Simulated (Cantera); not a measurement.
An isothermal, constant-pressure homogeneous reactor starts with 28.4 % CH4, 70.9 % N2, 0.709 % H2O, at 1250 K and 98000 Pa.

Cantera simulation using GRI-Mech 3.0 (53 species, 325 reactions); the numbers are that mechanism's predictions, not measurements. GRI-Mech 3.0 stops at C3 and has no aromatics, soot or wall deposition, so with more carbon than oxygen in the feed, carbon stays in small species such as C2H2 where larger ones or solid carbon would form.

x: mole fraction; the columns are a selection and need not sum to one.

| t (s) | x CH4 | x C2H | x H2 | x C2H2 | x HCN | x C2H6 | x H |
|---|---|---|---|---|---|---|---|
| 3.00e-5 | 0.284 | <1e-12 | 6.27e-9 | <1e-12 | <1e-12 | <1e-12 | 9.07e-11 |
| 9.49e-5 | 0.284 | <1e-12 | 2.00e-8 | <1e-12 | <1e-12 | 2.41e-12 | 9.07e-11 |
| 0.000300 | 0.284 | <1e-12 | 6.35e-8 | <1e-12 | <1e-12 | 7.60e-11 | 9.07e-11 |
| 0.000949 | 0.284 | <1e-12 | 2.01e-7 | <1e-12 | <1e-12 | 2.36e-9 | 9.10e-11 |
| 0.00300 | 0.284 | <1e-12 | 6.41e-7 | <1e-12 | <1e-12 | 6.61e-8 | 9.29e-11 |
| 0.00949 | 0.284 | <1e-12 | 2.09e-6 | 1.47e-11 | <1e-12 | 9.88e-7 | 9.82e-11 |
| 0.0300 | 0.284 | <1e-12 | 6.82e-6 | 3.92e-10 | <1e-12 | 5.22e-6 | 1.02e-10 |
| 0.0949 | 0.284 | <1e-12 | 2.23e-5 | 6.94e-9 | <1e-12 | 1.85e-5 | 1.14e-10 |
| 0.300 | 0.284 | <1e-12 | 7.66e-5 | 1.54e-7 | <1e-12 | 5.71e-5 | 1.65e-10 |
| 0.949 | 0.283 | <1e-12 | (withheld) | (withheld) | <1e-12 | (withheld) | 4.02e-10 |
| 3.00 | 0.282 | <1e-12 | 0.00138 | 0.000117 | <1e-12 | 0.000202 | 1.43e-9 |
| 9.49 | 0.278 | <1e-12 | 0.00570 | 0.00120 | <1e-12 | 0.000185 | 5.06e-9 |
| 30.0 | 0.266 | 1.25e-12 | (withheld) | (withheld) | <1e-12 | (withheld) | (withheld) |

Problem. Some entries are withheld; supply them.

Solution. 
- 0.949, x H2: 0.000305
- 0.949, x C2H2: 4.77e-6
- 0.949, x C2H6: 0.000141
- 30.0, x H2: 0.0193
- 30.0, x C2H2: 0.00544
- 30.0, x C2H6: 0.000138
- 30.0, x H: 1.53e-8
